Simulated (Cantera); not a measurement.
A closed system holds: 1 mol TiC, 0.13 mol H₂, equilibrated at 54.0 Pa.

These are equilibrium values from Cantera (NASA tables, ideal gas, pure condensed phases), not measurements of a reactor. Candidate condensed phases: C, C₆H₆, C₇H₈, C₈H₁₈, Ti, TiC; 89 gas species. Ions and electrons are included (thermal ionisation). TiC: taken at fixed stoichiometry. Rates play no part.

### Question
Which condensed phases are stable at each of these points (T (°C)): 2227, 2477, 2727, 2977, 3227, 3477, 3727, 3977, 4227, 4477, 4727?

### Answer
| T (°C) | condensed phases | Ti condensed (%) |
|---|---|---|
| 2227 | TiC(s) | 99.9 |
| 2477 | TiC(s) | 98.3 |
| 2727 | gas only | 0.0 |
| 2977 | gas only | 0.0 |
| 3227 | gas only | 0.0 |
| 3477 | gas only | 0.0 |
| 3727 | gas only | 0.0 |
| 3977 | gas only | 0.0 |
| 4227 | gas only | 0.0 |
| 4477 | gas only | 0.0 |
| 4727 | gas only | 0.0 |

From 2227 °C to 2477 °C the condensed part is TiC(s). From 2727 °C to 4727 °C nothing is condensed.
